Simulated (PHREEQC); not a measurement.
# Polishing slurry liquid (model solution)

Make-up at 25 °C: 18 mmol/kgw H2SO4, 1.4 mmol/kgw KNO3 and 0.0099 mmol/kgw CO2. Closed to the air; pH follows from the charge balance.

Equilibrium calculation in PHREEQC: ion-association model, phreeqc.dat.

Each row changes one thing in this solution. No solid was allowed to form.

```tsv
case	pH	ionic strength (mol/kgw)	HSO4- (mol/kgw)	SO4-2 (mol/kgw)	KSO4- (mol/kgw)	HCO3- (mol/kgw)
as made	1.65	0.0349	0.0102	0.00775	3.72e-5	2.34e-10
temperature from 25 to 10 °C	1.63	0.0372	0.00904	0.00893	3.26e-5	1.73e-10
diluted 5-fold with water	[?]	0.00898	[?]	0.00255	3.35e-6	1.72e-10
H2SO4 from 0.018 to 0.0018 mol/kgw	2.52	[?]	0.000336	0.00145	1.02e-5	1.58e-9
temperature from 25 to 15 °C	1.64	[?]	0.00941	[?]	3.43e-5	1.94e-10
```

Question: What belongs in the gaps?

Answer: 
- diluted 5-fold with water, pH: 2.25
- diluted 5-fold with water, HSO4- (mol/kgw): 0.00105
- H2SO4 from 0.018 to 0.0018 mol/kgw, ionic strength (mol/kgw): 0.00611
- temperature from 25 to 15 °C, ionic strength (mol/kgw): 0.0365
- temperature from 25 to 15 °C, SO4-2 (mol/kgw): 0.00855

At this temperature some constants are extrapolated from 25 °C, and those without enthalpy data are left unchanged.
